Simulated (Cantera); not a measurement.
Cantera run:

```python
import numpy as np
import cantera as ct

gas_names = """
    AL ALCL ALCL2 ALCL3 ALH AL2 AL2CL6 CL CL2 H HCL H2
""".split()
cond_names = """
    AL(cr) AL(L) ALCL3(s) ALCL3(L)
""".split()


# ... load() reads the species with a 1 bar reference pressure and builds the phases ...
atoms = {
    'Al': {'AL': 1},
    'HCl': {'H': 1, 'CL': 1},
    'H2': {'H': 2},
}
top_T = {}  # K; cautious upper limits of use, not melting points


# ... equilibrate(T, P, feed) seeds the gas with the atoms and calls Mixture.equilibrate('TP', solver="vcs", rtol=1e-11, max_steps=5000) ...
results = []
feed = {'Al': 1, 'HCl': 0.52, 'H2': 3.5}  # mol
P = 7700  # Pa
for T in [1023, 1123, 1223, 1323, 1423, 1523, 1623]:
    mix = equilibrate(T, P, feed)
    results.append((T, P, feed, dict(zip(mix.species_names, mix.species_moles))))
    x = sorted(zip(gas.X, gas.species_names), reverse=True)
    print(f"T = {T:g} K  P = {P:g} Pa  gas = {mix.phase_moles(0):.4g} mol")
    print("   x: " + "  ".join(f"{s} {v:.3e}" for v, s in x if v > 0.001))
    print("   condensed (mol): " + ("  ".join(f"{mix.phase(i).name} {mix.phase_moles(i):.4g}"
          for i in range(1, mix.n_phases) if mix.phase_moles(i) > 1e-12) or "none"))
```

Result:

```
T = 1023 K  P = 7700 Pa  gas = 3.974 mol
   x: H2 9.462e-01  ALCL3 3.741e-02  ALCL 1.417e-02  ALCL2 2.169e-03
   condensed (mol): AL(L) 0.7863
T = 1123 K  P = 7700 Pa  gas = 4.068 mol
   x: H2 9.243e-01  ALCL 4.714e-02  ALCL3 2.378e-02  ALCL2 4.604e-03
   condensed (mol): AL(L) 0.6928
T = 1223 K  P = 7700 Pa  gas = 4.204 mol
   x: H2 8.942e-01  ALCL 9.433e-02  ALCL3 6.572e-03  ALCL2 4.688e-03
   condensed (mol): AL(L) 0.556
T = 1323 K  P = 7700 Pa  gas = 4.264 mol
   x: H2 8.816e-01  ALCL 1.152e-01  ALCL2 2.209e-03
   condensed (mol): AL(L) 0.4965
T = 1423 K  P = 7700 Pa  gas = 4.275 mol
   x: H2 8.793e-01  ALCL 1.194e-01
   condensed (mol): AL(L) 0.4851
T = 1523 K  P = 7700 Pa  gas = 4.279 mol
   x: H2 8.785e-01  ALCL 1.205e-01
   condensed (mol): AL(L) 0.4813
T = 1623 K  P = 7700 Pa  gas = 4.284 mol
   x: H2 8.773e-01  ALCL 1.208e-01  AL 1.111e-03
   condensed (mol): AL(L) 0.4759
```

Cantera equilibrium calculation (NASA polynomials, part measured and part estimated; ideal gas, pure solids and liquids). The tables' values for AlCl2 are old estimates; treat these amounts as uncertain.
